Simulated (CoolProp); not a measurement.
Benzene along the isotherm 422.7 K: Z from the reference equation and from simpler models built on Tc = 562.0 K, pc = 4.906 MPa, ω = 0.211; each cubic takes its own stable root.

Computed with CoolProp (reference Helmholtz-energy equation of state, Thol 2012).

| p (MPa) | phase | reference |
|---|---|---|
| 1.53 | liquid | 0.04644 |
| 3.07 | liquid | 0.09275 |
| 4.6 | liquid | 0.1384 |
| 6.13 | liquid | 0.1836 |
| 7.67 | liquid | 0.2288 |
| 9.2 | liquid | 0.2733 |
| 10.7 | liquid | 0.3167 |
| 12.3 | liquid | 0.3627 |

**Question.** How far does each simpler model (van der Waals, Redlich-Kwong, Soave-Redlich-Kwong) lie from the reference over these 8 states: mean and median of the absolute difference, and the worst?

**Answer.** 
- van der Waals: mean 58.4 %, median 57.8 %, worst +64.0 % at 422.7 K and 1.53 MPa
- Redlich-Kwong: mean 12.1 %, median 12.0 %, worst +14.0 % at 422.7 K and 1.53 MPa
- Soave-Redlich-Kwong: mean 8.9 %, median 8.8 %, worst +10.0 % at 422.7 K and 1.53 MPa
